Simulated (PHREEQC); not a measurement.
Dissolve 0.04 mol/kgw KH2PO4 and 0.0018 mol/kgw KCl at 25 °C. Closed to the air; pH follows from the charge balance.

Computed with PHREEQC (ion-association model, wateq4f.dat).

The ionic strength comes out as 0.0420 mol/kgw. What activity coefficients do K+, HPO4-2, H2PO4-, Cl-, KHPO4- get?

K+ 0.82, HPO4-2 0.49, H2PO4- 0.84, Cl- 0.82, KHPO4- 0.84.

This is a speciation only: nothing precipitates in the calculation. H3PO4, which wateq4f.dat lacks, is added to it with the constant of phreeqc.dat.
